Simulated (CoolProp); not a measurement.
Benzene at 298.15 K and 10.3 MPa flows at 0.22 m/s in a round tube of 20 mm bore and 0.25 µm roughness, fully developed (64/Re and Nu = 3.66 if laminar; Colebrook and Gnielinski if turbulent). Each further row changes one setting.

Computed with CoolProp (reference Helmholtz-energy equation of state, Thol 2012).

```tsv
case	Reynolds number	Darcy friction factor	pressure drop (Pa/m)	heat-transfer coefficient (W/(m² K))	mass flow (kg/h)
as stated	5900	0.0357	38.1	354	219
velocity 0.44 m/s	11800	0.0296	126	692	439
diameter 40 mm	11800	0.0296	15.8	346	878
```

Viscosity comes from a separate model (Avgeri 2014). Thermal conductivity comes from a separate model (Assael 2012).
